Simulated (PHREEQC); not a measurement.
Dissolve 0.13 mol Mn(NO3)2 per kg of water at 25 °C. Closed to the air; pH follows from the charge balance.

The numbers come from PHREEQC with the ion-association model, wateq4f.dat.

The pH is 6.00. The ionic strength is 0.380 mol/kgw and the activity of water comes out as 0.993.

```tsv
species	molality	activity	log γ
NO3-	0.254	0.162	-0.196
Mn+2	0.127	0.0343	-0.568
Mn(NO3)2	0.00326	0.00356	0.038
H+	1.28e-6	9.91e-7	-0.111
MnOH+	1.27e-6	8.83e-7	-0.156
OH-	1.53e-8	1.00e-8	-0.184
```

Precipitation was switched off in this run. Species that the database lacks are ignored.
